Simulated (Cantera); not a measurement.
Feed: 1 mol Fe2O3, 0.65 mol SO3, 34 mol N2, held at 1 atm.

Points: T (K) = 673, 773, 873, 973, 1073, 1173, 1273.

Cantera's Mixture.equilibrate('TP', solver="vcs", rtol=1e-11, max_steps=5000) on the NASA tables stopped like this:

```
*******************************************************************************
CanteraError thrown by VCS_SOLVE::solve_tp_inner:
vcs_solve_TP: ERROR on step change wt[24:Fe3O4(s)]: -2.7755575615628914e-17 < 0.0
*******************************************************************************
```

Q: What got this run through?

A: Several could match; the one computed here: The failure is numerical, not chemical. The same input converged with solver="gibbs", rtol=1e-10, max_steps=50000, and the result passed a check of the equilibrium conditions:
```
log10 of partial pressures in bar; condensed amounts in mol
       T/K        N2       SO2        O2       SO3  Fe2O3(s) Fe2S3O12(
       673     0.006    -5.228    -5.529    -5.240    0.7835    0.2165
       773     0.005    -3.310    -3.612    -3.354    0.7938    0.2062
       873    -0.005    -1.964    -2.265    -2.095         1         0
       973    -0.006    -1.811    -2.112    -2.468         1         0
      1073    -0.006    -1.757    -2.058    -2.875         1         0
      1173    -0.006    -1.738    -2.040    -3.251         1         0
      1273    -0.007    -1.731    -2.034    -3.579         1         0
```

The gas is ideal and each condensed phase is pure.
